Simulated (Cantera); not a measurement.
An isothermal, constant-pressure homogeneous reactor starts with CH₄ : CO₂ = 1 : 0.95 (molar parts), at 1550 K and 0.987 atm. Integrator tolerance rtol = 1e-08.

Computed with Cantera and GRI-Mech 3.0 (53 species, 325 reactions).

Q: What does this change do: CH4 1 to 3.1 parts?

A: 
```json
[
 {"quantity": "x(CH₄) at 200 s", "before": "0.0124 (gas-phase equilibrium 0.00823)", "after": "0.0681 (gas-phase equilibrium 0.0681)"},
 {"quantity": "x(CO₂) at 200 s", "before": "0.00276 (gas-phase equilibrium 6.27e-6)", "after": "2.61e-7 (gas-phase equilibrium 2.63e-7)"},
 {"quantity": "x(CO) at 200 s", "before": "0.485 (gas-phase equilibrium 0.491)", "after": "0.253 (gas-phase equilibrium 0.253)"},
 {"quantity": "x(CH₂CO) at 200 s", "before": "3.92e-7 (gas-phase equilibrium 2.25e-7)", "after": "8.36e-7 (gas-phase equilibrium 8.37e-7)"},
 {"quantity": "x(OH) at 200 s", "before": "1.18e-8 (gas-phase equilibrium 2.68e-11)", "after": "2.32e-12 (gas-phase equilibrium 2.34e-12)"}
]
```
GRI-Mech 3.0 stops at C3 and has no aromatics, soot or wall deposition, so with more carbon than oxygen in the feed, carbon stays in small species such as C2H2 where larger ones or solid carbon would form.
